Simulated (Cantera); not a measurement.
Charge: 1 mol SiC, 0.014 mol CO₂, 19 mol H₂, at 1773.15 K and 1330 Pa.

Cantera equilibrium calculation (NASA polynomials, part measured and part estimated; ideal gas, pure solids and liquids). Candidate condensed phases: C, C₆H₆, C₇H₈, C₈H₁₈, H₂O, Si, SiC, SiO₂; 123 gas species. Kinetics and transport are ignored.

Base state: H₂ 0.996, H 0.00246, CO 0.00112, SiO 0.000353, Si 2.67e-5 (mole fractions); condensed: SiC(s).

**Question.** What changes in the equilibrium state with this change: pressure from 1330 Pa to 70.0 Pa?

**Answer.** 
| species | before | after |
|---|---|---|
| H₂ | 0.996 | 0.987 |
| H | 0.00246 | 0.0107 |
| CO | 0.00112 | 0.00128 |
| Si | 2.67e-5 | 0.000348 |
| SiH | 3.80e-6 | 1.13e-5 |
| SiO | 0.000353 | 0.000188 |
| SiC(s), mol | 0.993 | 0.989 |

**Question.** What changes in the equilibrium state with this change: temperature from 1773.15 K to 1675 K?

**Answer.** 
```tsv
species	before	after
H₂	0.996	0.998
CO	0.00112	0.00110
H	0.00246	0.00100
Si	2.67e-5	4.10e-6
SiO	0.000353	0.000366
SiC(s), mol	0.993	0.993
```
